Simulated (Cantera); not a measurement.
Feed: 1 mol SO2, 7.2 mol H2O, 12 mol N2, at 2225 K and 0.00133 bar.

Equilibrium computed with Cantera from the NASA thermochemical tables; the gas is ideal and each condensed phase is pure. Candidate condensed phases: H2O, H2SO4, S; 35 gas species. Rates play no part.

Base state: N2 0.547, H2O 0.241, H2 0.0548, H 0.0415, SO2 0.0392, OH 0.0264, O2 0.0257, O 0.0139 (mole fractions); condensed: gas only.

Task: What changes in the equilibrium state with this change: pressure from 0.00133 bar to 0.0133 bar?

Result: 
```tsv
species	before	after
N2	0.547	0.575
H2O	0.241	0.303
SO2	0.0392	0.0448
H	0.0415	0.00983
O	0.0139	0.00312
O2	0.0257	0.0130
OH	0.0264	0.0141
H2	0.0548	0.0307
S	0.000286	6.47e-5
SO	0.00622	0.00316
SH	2.28e-5	1.22e-5
```
